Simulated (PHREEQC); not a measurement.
Consider water at 15 °C with 0.055 mol/kgw KOH, 7.9e-07 mol/kgw H4SiO4 and 0.027 mol/kgw KCl. Closed to the air; pH follows from the charge balance.

Model: ion-association model, wateq4f.dat, run in PHREEQC.

No solid was allowed to form.

**Question.** Predict the pH.

**Answer.** pH 12.98.

**Question.** In which forms is Si present?

**Answer.** H3SiO4- 62 %, H2SiO4-2 38 % of the Si.

Complexes and solids missing from the database can't appear.
